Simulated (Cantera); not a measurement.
Input (Python, Cantera):

```python
import numpy as np
import cantera as ct

gas = ct.Solution("gri30.yaml")
gas.TP = 300, 100000
flame = ct.CounterflowDiffusionFlame(gas, width=0.02)
flame.fuel_inlet.X, flame.fuel_inlet.T = {'CH4': 1, 'H2': 0.043, 'N2': 1.8}, 575
flame.oxidizer_inlet.X, flame.oxidizer_inlet.T = {'O2': 0.27, 'N2': 0.73}, 723
flame.set_refine_criteria(ratio=3, slope=0.12, curve=0.24, prune=0.03)
show = ['OH', 'H', 'NO', 'CO', 'C2H2']

rows = []
print(f"{'mdot':>8s}{'a_max':>10s}{'a_mean':>10s}{'Tmax/K':>9s}" + "".join(f"{s:>11s}" for s in show) + "   (peak mole fractions)")
for i, mdot in enumerate([0.6, 0.77, 0.98, 1.3, 1.6, 2.1, 2.6, 3.4, 4.3, 5.5]):  # kg/m2/s on the oxidiser side
    flame.oxidizer_inlet.mdot, flame.fuel_inlet.mdot = mdot, 0.98 * mdot
    flame.solve(loglevel=0, auto=(i == 0))
    if flame.T.max() < max(575, 723) + 100:
        print(f"{mdot:8.3g}  no burning solution found from the previous one")
        break
    dT = np.abs(np.gradient(flame.T, flame.grid))
    rows.append([flame.strain_rate("max"), flame.strain_rate("mean"), flame.T.max(),
                 *(flame.X[gas.species_index(s)].max() for s in show), max(dT[0], dT[-1]) / dT.max()])
    print(f"{mdot:8.3g}{rows[-1][0]:10.1f}{rows[-1][1]:10.1f}{rows[-1][2]:9.1f}" + "".join(f"{x:11.3e}" for x in rows[-1][3:-1]))
```

It prints:

```
    mdot     a_max    a_mean   Tmax/K         OH          H         NO         CO       C2H2   (peak mole fractions)
     0.6     443.5     122.0   2191.3  1.086e-02  5.180e-03  3.544e-04  5.830e-02  9.009e-03
    0.77     560.2     156.6   2178.0  1.084e-02  5.345e-03  3.247e-04  5.772e-02  8.682e-03
    0.98     702.8     199.3   2165.0  1.076e-02  5.497e-03  2.954e-04  5.725e-02  8.355e-03
     1.3     918.0     264.4   2148.9  1.062e-02  5.655e-03  2.600e-04  5.677e-02  7.949e-03
     1.6    1118.0     325.4   2137.7  1.053e-02  5.767e-03  2.345e-04  5.656e-02  7.634e-03
     2.1    1448.4     427.1   2122.2  1.036e-02  5.883e-03  2.003e-04  5.630e-02  7.158e-03
     2.6    1774.3     528.8   2107.1  1.015e-02  5.928e-03  1.723e-04  5.610e-02  6.683e-03
     3.4    2290.9     691.5   2085.8  9.798e-03  5.927e-03  1.373e-04  5.591e-02  5.999e-03
     4.3    2864.0     874.6   2064.2  9.398e-03  5.851e-03  1.078e-04  5.586e-02  5.311e-03
     5.5    3618.0    1118.7   2037.1  8.857e-03  5.660e-03  7.850e-05  5.585e-02  4.483e-03
```

Computed with Cantera and GRI-Mech 3.0 (53 species, 325 reactions). GRI-Mech 3.0 has no aromatics or soot, which form on the fuel side of real flames. The maximum strain rate includes the flame's own expansion and is several times the mean.
